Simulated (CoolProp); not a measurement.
The fluid at 293.15 K and 0.172 MPa flows at 4.9 m/s in a round tube of 6 mm bore and 1.5 µm roughness, fully developed (64/Re and Nu = 3.66 if laminar; Colebrook and Gnielinski if turbulent). The same conditions are run with several fluids, on thermodynamics alone (safety and materials aside).

Computed with CoolProp (reference Helmholtz-energy equation of state of each fluid (o-xylene: Zhou 2012; n-decane: Lemmon 2006; benzene: Thol 2012; n-pentane: Thol 2019; n-nonane: Lemmon 2006)).

| fluid | Reynolds number | Darcy friction factor | pressure drop (Pa/m) | heat-transfer coefficient (W/(m² K)) | mass flow (kg/h) |
|---|---|---|---|---|---|
| o-xylene | 31900 | 0.0238 | 42000 | 5910 | 439 |
| n-decane | 23500 | 0.0255 | 37200 | 5070 | 364 |
| benzene | 39900 | 0.0228 | 40000 | 6890 | 438 |
| n-pentane | 97300 | 0.0193 | 24200 | 8860 | 312 |
| n-nonane | 30200 | 0.0241 | 34600 | 5690 | 358 |

Transport values come from each fluid's own correlations; those of n-pentane are estimates that may be off by 10 % or more.
